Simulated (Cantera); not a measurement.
Input: 1 mol B2O3, 130 mol H2, 15 mol N2, at 0.100 bar.

Method: chemical equilibrium by Gibbs-energy minimisation in Cantera with the NASA 1993 tables (ideal gas, pure condensed phases). Candidate condensed phases: B, BN, B2O3, B3O3H3, H2O; 39 gas species. The numbers say what is thermodynamically allowed, not how fast it happens. All values below are at 1875 °C.

Base state: H2 0.869, N2 0.102, H 0.0123, HBO 0.00784, HBO2 0.00320, H2O 0.00318, BO 0.00141, B2O3 0.000418 (mole fractions); condensed: gas only.

Task: What changes in the equilibrium state with this change: pressure from 0.100 bar to 49.0 Pa?

Result: 
```tsv
species	before	after
H2	0.869	0.728
H	0.0123	0.161
N2	0.102	0.0941
BO	0.00141	0.00771
O	5.76e-8	1.86e-5
OH	5.78e-6	0.000119
BO2	7.01e-6	6.07e-5
B2O2	0.000157	2.31e-5
```
